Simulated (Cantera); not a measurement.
A closed system holds: 1 mol Si₃N₄, a varied amount of C, 0.18 mol H₂, equilibrated at 2648.15 K and 1 atm.

These are equilibrium values from Cantera (NASA tables, ideal gas, pure condensed phases), not measurements of a reactor. Candidate condensed phases: C, C₆H₆, C₇H₈, C₈H₁₈, Si, SiC, Si₃N₄; 105 gas species. Mutual solubility and eutectic melting of coexisting phases are not modelled. Gases not in the tables: Si₂H₆ and higher silanes. Rates play no part.

Q: Which condensed phases are stable at each of these points (n(C) (mol)): 0.0049, 0.0065, 0.0086, 0.011, 0.015, 0.02, 0.026, 0.035, 0.046, 0.061?

A: 
```json
[
 {"n(C) (mol)": "0.0049", "condensed phases": "Si(l)", "Si condensed (%)": "98.6"},
 {"n(C) (mol)": "0.0065", "condensed phases": "Si(l)", "Si condensed (%)": "98.6"},
 {"n(C) (mol)": "0.0086", "condensed phases": "Si(l)", "Si condensed (%)": "98.5"},
 {"n(C) (mol)": "0.011", "condensed phases": "Si(l)", "Si condensed (%)": "98.5"},
 {"n(C) (mol)": "0.015", "condensed phases": "Si(l)", "Si condensed (%)": "98.4"},
 {"n(C) (mol)": "0.02", "condensed phases": "Si(l)", "Si condensed (%)": "98.4"},
 {"n(C) (mol)": "0.026", "condensed phases": "Si(l)", "Si condensed (%)": "98.3"},
 {"n(C) (mol)": "0.035", "condensed phases": "Si(l) + SiC(s)", "Si condensed (%)": "98.2"},
 {"n(C) (mol)": "0.046", "condensed phases": "Si(l) + SiC(s)", "Si condensed (%)": "98.2"},
 {"n(C) (mol)": "0.061", "condensed phases": "Si(l) + SiC(s)", "Si condensed (%)": "98.2"}
]
```

From 0.0049 mol C to 0.026 mol C the condensed part is Si(l). From 0.035 mol C to 0.061 mol C the condensed part is Si(l) + SiC(s).
